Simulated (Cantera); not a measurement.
An adiabatic, constant-volume homogeneous reactor starts with CH4 : O2 : N2 = 1 : 1.82 : 6.84 (molar parts), equivalence ratio 1.1, at 1000 K and 2.10 bar.

Model: GRI-Mech 3.0 (53 species, 325 reactions), integrated in Cantera.

Task: Predict: time of steepest temperature rise; temperature at 2.00 s; equilibrium temperature; x(O2) at 2.00 s; x(O) at 2.00 s; x(OH) at 2.00 s; x(NO) at 2.00 s.

Result: 
```json
{
 "time_of_steepest_temperature_rise": "0.503 s",
 "temperature at 2.00 s": "2844 K",
 "equilibrium_temperature": "2844 K",
 "x(O2) at 2.00 s": "0.00785 (gas-phase equilibrium 0.00785)",
 "x(O) at 2.00 s": "0.00230 (gas-phase equilibrium 0.00230)",
 "x(OH) at 2.00 s": "0.0135 (gas-phase equilibrium 0.0135)",
 "x(NO) at 2.00 s": "0.00702 (gas-phase equilibrium 0.00702)"
}
```
